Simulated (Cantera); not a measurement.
An isothermal, constant-pressure homogeneous reactor starts with 2.63 % CH4, 97.3 % H2, 0.0924 % N2, at 1850 K and 20.0 Torr.

Detailed kinetics in Cantera: GRI-Mech 3.0 (53 species, 325 reactions). GRI-Mech 3.0 stops at C3 and has no aromatics, soot or wall deposition, so with more carbon than oxygen in the feed, carbon stays in small species such as C2H2 where larger ones or solid carbon would form. Radical loss at walls, strong at low pressure, is not modelled.

Q: Predict: x(CH4) at 70.0 s; x(H2) at 70.0 s; x(H) at 70.0 s; x(CH2) at 70.0 s; x(HCN) at 70.0 s.

A: 
```
Item                                                  Value
----------------  -----------------------------------------
x(CH4) at 70.0 s  0.000118 (gas-phase equilibrium 0.000115)
x(H2) at 70.0 s         0.983 (gas-phase equilibrium 0.983)
x(H) at 70.0 s      0.00329 (gas-phase equilibrium 0.00329)
x(CH2) at 70.0 s    3.11e-8 (gas-phase equilibrium 3.03e-8)
x(HCN) at 70.0 s    1.21e-7 (gas-phase equilibrium 0.00120)
```
